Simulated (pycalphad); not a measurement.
CALPHAD calculation (pycalphad, COST 507 light-alloy database (1999)), 1 atm. The database dates from 1999; later assessments differ in places, in temperatures and in the compounds included. Diffusion is slow at the low end, where real alloys seldom reach equilibrium.

Q: How does the equilibrium phase assembly of Cu-24.02Si (wt.%) change on cooling from 2350 K to 550 K?

A: 
```
T (K)          phases above              phases below
------  -------------------  ------------------------
1255.8               LIQUID       DIAMOND_A4 + LIQUID
1073.7  DIAMOND_A4 + LIQUID  CU19SI6_ETA + DIAMOND_A4
```
Changes were sought between steps of 100 K, so a narrower field can be missed.

Database names, with the compositions (at.%) that they take in these runs: CU19SI6_ETA: Cu 76 Si 24. DIAMOND_A4 is diamond (Si).
